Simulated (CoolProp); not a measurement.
R134a along the isotherm 181.85 °C: density (kg/m³) from the reference equation and from simpler models built on Tc = 101.1 °C, pc = 40.59 bar, ω = 0.327; each cubic takes its own stable root.

The numbers come from the reference Helmholtz-energy equation of state, Tillner-Roth 1994 in CoolProp.

```
p (bar)          phase  reference
-------  -------------  ---------
15.6               gas      45.12
31.2               gas      97.58
46.8     supercritical      159.7
62.5     supercritical      234.5
78.1     supercritical      321.3
93.7     supercritical      415.0
109      supercritical      502.1
125      supercritical      579.0
141      supercritical      640.5
156      supercritical      687.1
172      supercritical      728.1
187      supercritical      760.5
203      supercritical      790.2
```

Question: How far does each simpler model (ideal gas, Redlich-Kwong, Soave-Redlich-Kwong, Peng-Robinson) lie from the reference over these 13 states: mean and median of the absolute difference, and the worst?

Answer: 
- ideal gas: mean 31.3 %, median 34.5 %, worst -41.8 % at 181.85 °C and 125 bar
- Redlich-Kwong: mean 3.9 %, median 4.4 %, worst +6.3 % at 181.85 °C and 78.1 bar
- Soave-Redlich-Kwong: mean 9.3 %, median 12.6 %, worst -14.1 % at 181.85 °C and 141 bar
- Peng-Robinson: mean 4.4 %, median 5.3 %, worst -7.7 % at 181.85 °C and 125 bar
